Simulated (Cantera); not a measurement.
An isothermal, constant-pressure homogeneous reactor starts with CH4 : CO2 : H2 = 1 : 0.44 : 0.6 (molar parts), at 2100 K and 0.592 atm. Integrator tolerance rtol = 1e-08.

Detailed kinetics in Cantera: GRI-Mech 3.0 (53 species, 325 reactions). GRI-Mech 3.0 stops at C3 and has no aromatics, soot or wall deposition, so with more carbon than oxygen in the feed, carbon stays in small species such as C2H2 where larger ones or solid carbon would form.

What does this change do: temperature 2100 to 1450 K?


```csv
quantity,before,after
x(CH4) at 2.00 s,0.000791 (gas-phase equilibrium 0.000791),0.256 (gas-phase equilibrium 0.0817)
x(CO2) at 2.00 s,6.73e-8 (gas-phase equilibrium 6.75e-8),0.0834 (gas-phase equilibrium 4.02e-7)
x(H2) at 2.00 s,0.663 (gas-phase equilibrium 0.663),0.383 (gas-phase equilibrium 0.596)
x(O) at 2.00 s,1.83e-12 (gas-phase equilibrium 1.83e-12),<1e-12 (gas-phase equilibrium <1e-12)
x(C2H6) at 2.00 s,1.68e-8 (gas-phase equilibrium 1.68e-8),0.000130 (gas-phase equilibrium 3.10e-5)
```
